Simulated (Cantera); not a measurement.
Feed: 1 mol borazine, 17 mol N₂, held at 2325 K and 435 Torr.

Cantera equilibrium calculation (NASA polynomials, part measured and part estimated; ideal gas, pure solids and liquids). Candidate condensed phases: B, BN; 15 gas species. The feed counts by its element totals alone. The tables' values for BH₂ are old estimates; treat these amounts as uncertain. The numbers say what is thermodynamically allowed, not how fast it happens.

Base state: N₂ 0.848, H₂ 0.147, H 0.00553, BH₂ 4.22e-5 (mole fractions); condensed: BN(s).

What changes in the equilibrium state with this change: borazine replaced by B₂O₃?


```
species      before     after
----------  -------  --------
N₂            0.848     0.943
B₂O₃              0    0.0538
BO₂               0   0.00151
H₂            0.147         0
H           0.00553         0
BO                0   0.00147
B₂O₂              0  0.000154
BN(s), mol     3.00         0
```
Further candidate phases: B₂O₃.
